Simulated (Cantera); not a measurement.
Input: 1 mol Si, 1.6 mol Br2, 14 mol N2, at 1050 °C and 6.60 mbar.

Cantera equilibrium calculation (NASA polynomials, part measured and part estimated; ideal gas, pure solids and liquids). N2 is the only nitrogen source here; it is nearly inert below about 1500 K, so the nitride shown seldom forms there in practice. The tables' values for SiBr3 are old estimates; treat these amounts as uncertain. Rates play no part.

```
species         before    after
-------------  -------  -------
N2               0.931    0.972
SiBr4           0.0393   0.0115
SiBr2           0.0179  0.00957
SiBr3          0.00433  0.00171
Br2            3.52e-5  1.93e-5
Br             0.00754  0.00559
Si3N4(s), mol   0.0260    0.227
```
Gas species are given as mole fractions.

Question: Name the change that produced these shifts.
(A) pressure from 6.60 mbar to 0.250 bar
(B) Br2 from 1.6 to 0.53 mol
(C) pressure from 6.60 mbar to 0.100 bar
(D) temperature from 1050 °C to 525 °C

Answer: B, Br2 from 1.6 to 0.53 mol
